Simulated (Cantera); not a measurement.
## Low-pressure radical oxidation in H2/O2

An isothermal, constant-pressure homogeneous reactor starts with 1.38 % H2, 98.6 % O2, at 1075 K and 0.00415 atm.

Cantera simulation using the H2/O2 subset of GRI-Mech 3.0, which has no nitrogen chemistry; the numbers are that mechanism's predictions, not measurements. Radical loss at walls, strong at low pressure, is not modelled.

```csv
t (s),x H2,x O2,x HO2,x O,x H2O2,x OH,x H
0.000300,0.0138,0.986,8.41e-11,3.49e-11,<1e-12,3.26e-11,5.29e-11
0.00102,0.0138,0.986,2.85e-10,2.56e-10,<1e-12,2.07e-10,1.18e-10
0.00344,0.0138,0.986,9.69e-10,2.43e-9,<1e-12,1.55e-9,5.42e-10
0.0116,0.0138,0.986,3.90e-9,2.30e-7,2.10e-12,1.36e-7,4.32e-8
0.0393,0.00177,0.976,1.01e-6,0.00806,4.45e-8,0.00159,0.00194
0.133,7.42e-5,0.976,6.27e-7,0.00976,8.20e-9,0.000657,0.000925
0.451,4.96e-5,0.979,5.37e-7,0.00642,8.34e-9,0.000538,0.000496
1.52,1.80e-5,0.984,3.45e-7,0.00229,8.08e-9,0.000324,0.000106
5.16,3.07e-6,0.986,1.36e-7,0.000392,6.22e-9,0.000135,7.55e-6
17.5,3.64e-7,0.986,3.38e-8,4.70e-5,2.99e-9,4.68e-5,3.14e-7
59.1,4.60e-8,0.986,6.55e-9,6.00e-6,8.89e-10,1.67e-5,1.43e-8
200,7.50e-9,0.986,1.40e-9,9.85e-7,2.16e-10,6.79e-6,9.53e-10
```
x: mole fraction; the columns are a selection and need not sum to one.

Equilibrium at this temperature and pressure: H2 1.52e-10, O2 0.986, HO2 8.61e-10, O 2.02e-8, H2O2 6.16e-12, OH 9.73e-7, H 2.81e-12 (gas phase only).
